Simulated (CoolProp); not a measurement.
Saturation properties of R1234ze(Z) (Tc = 423.3 K, pc = 3531 kPa, ω = 0.327).

Values from CoolProp's reference Helmholtz-energy equation of state, Akasaka 2019.

```json
[
 {"T (K)": "305.1", "p (kPa)": "224.3", "liquid density (kg/m³)": "1206", "vapour Z": "0.9148"},
 {"T (K)": "314.4", "p (kPa)": "301.3", "liquid density (kg/m³)": "1180", "vapour Z": "0.8963"},
 {"T (K)": "323.8", "p (kPa)": "398.3", "liquid density (kg/m³)": "1153", "vapour Z": "0.8751"},
 {"T (K)": "333.1", "p (kPa)": "516.2", "liquid density (kg/m³)": "1124", "vapour Z": "0.8517"},
 {"T (K)": "342.4", "p (kPa)": "659.0", "liquid density (kg/m³)": "1094", "vapour Z": "0.8255"},
 {"T (K)": "351.8", "p (kPa)": "831.8", "liquid density (kg/m³)": "1062", "vapour Z": "0.7960"},
 {"T (K)": "361.1", "p (kPa)": "1034", "liquid density (kg/m³)": "1028", "vapour Z": "0.7635"},
 {"T (K)": "370.4", "p (kPa)": "1272", "liquid density (kg/m³)": "991.9", "vapour Z": "0.7274"},
 {"T (K)": "379.8", "p (kPa)": "1552", "liquid density (kg/m³)": "951.3", "vapour Z": "0.6865"},
 {"T (K)": "389.1", "p (kPa)": "1873", "liquid density (kg/m³)": "906.2", "vapour Z": "0.6407"},
 {"T (K)": "398.4", "p (kPa)": "2243", "liquid density (kg/m³)": "853.7", "vapour Z": "0.5877"},
 {"T (K)": "407.8", "p (kPa)": "2673", "liquid density (kg/m³)": "788.1", "vapour Z": "0.5230"}
]
```

It boils at 282.9 K under 1 atm.
